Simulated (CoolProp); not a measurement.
Vapour-liquid equilibrium of isobutane (1) + acetone (2) at 285.8 K; x and y are mole fractions of (1).

Model: multi-fluid Helmholtz-energy mixture model, Bücker 2006 and Lemmon 2006; pair parameters Bell 2016, in CoolProp.

Give the bubble pressure and the first vapour's composition at x = 0.25, 0.45, 0.65. Is there an azeotrope?

x = 0.25: 0.1794 MPa, y = 0.912; x = 0.45: 0.2047 MPa, y = 0.927; x = 0.65: 0.2109 MPa, y = 0.932. No azeotrope shows between x = 0.05 and 0.95.

The pair parameters rest on a limited set of measurements; away from them the model extrapolates. With so large a gap from Raoult's law the liquid may split in two, which this calculation doesn't test in full.
